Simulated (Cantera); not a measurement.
# Hydrogen reduction and annealing atmospheres: Cu₂O + H₂

Charge: 1 mol Cu₂O, 2200 mol H₂, held at 2023 K.

Equilibrium computed with Cantera from the NASA thermochemical tables; the gas is ideal and each condensed phase is pure. Candidate condensed phases: Cu, CuO, Cu(OH)₂, Cu₂O, H₂O; 12 gas species. Kinetics and transport are ignored.

From 10.0 Pa to 1.90 bar nothing is condensed. At 10.0 bar the condensed part is Cu(l). The main Cu-bearing gas is Cu throughout.

```
P (Pa)    x H₂       x H      x Cu     x H₂O     x OH     x Cu₂  n Cu(l)
-------  -----  --------  --------  --------  -------  --------  -------
10       0.826     0.173  0.000830  0.000405  8.81e-6  5.78e-11        0
52       0.919    0.0798  0.000872  0.000432  3.91e-6  3.32e-10        0
270      0.963    0.0359  0.000892  0.000444  1.72e-6   1.80e-9        0
1400     0.983    0.0159  0.000901  0.000450  7.58e-7   9.54e-9        0
7200     0.992   0.00705  0.000905  0.000452  3.35e-7   4.95e-8        0
37000    0.996   0.00312  0.000906  0.000453  1.48e-7   2.55e-7        0
190000   0.997   0.00138  0.000905  0.000454  6.52e-8   1.31e-6        0
1000000  0.998  0.000600  0.000532  0.000454  2.84e-8   2.37e-6    0.818
```
x: gas mole fraction; n: condensed amount in mol.
